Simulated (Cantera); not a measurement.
# Low-pressure radical oxidation in H2/O2

An isothermal, constant-pressure homogeneous reactor starts with 2.47 % H2, 34.8 % O2, 62.7 % N2, at 1275 K and 1.73 Torr.

Model: GRI-Mech 3.0 (53 species, 325 reactions), integrated in Cantera. Radical loss at walls, strong at low pressure, is not modelled.

| t (s) | x H2 | x O2 | x NO | x N2O | x H2O |
|---|---|---|---|---|---|
| 8.00e-5 | 0.0247 | 0.348 | <1e-12 | <1e-12 | 1.22e-12 |
| 0.000220 | 0.0247 | 0.348 | <1e-12 | <1e-12 | 2.30e-11 |
| 0.000606 | 0.0247 | 0.348 | <1e-12 | <1e-12 | 3.87e-10 |
| 0.00167 | 0.0247 | 0.348 | <1e-12 | <1e-12 | 5.76e-9 |
| 0.00459 | 0.0247 | 0.348 | <1e-12 | <1e-12 | 1.24e-7 |
| 0.0126 | 0.0247 | 0.348 | <1e-12 | <1e-12 | 3.47e-5 |
| 0.0348 | 0.000793 | 0.329 | 3.85e-9 | 3.27e-10 | 0.0204 |
| 0.0959 | 0.000519 | 0.329 | 2.52e-8 | 1.16e-9 | 0.0211 |
| 0.264 | 0.000503 | 0.329 | 8.06e-8 | 1.34e-9 | 0.0212 |
| 0.727 | 0.000460 | 0.330 | 2.10e-7 | 1.39e-9 | 0.0216 |
| 2.00 | 0.000363 | 0.332 | 4.42e-7 | 1.52e-9 | 0.0224 |
x: mole fraction; the columns are a selection and need not sum to one.

Equilibrium at this temperature and pressure: H2 4.97e-8, O2 0.340, NO 0.000385, N2O 1.11e-9, H2O 0.0250 (gas phase only).
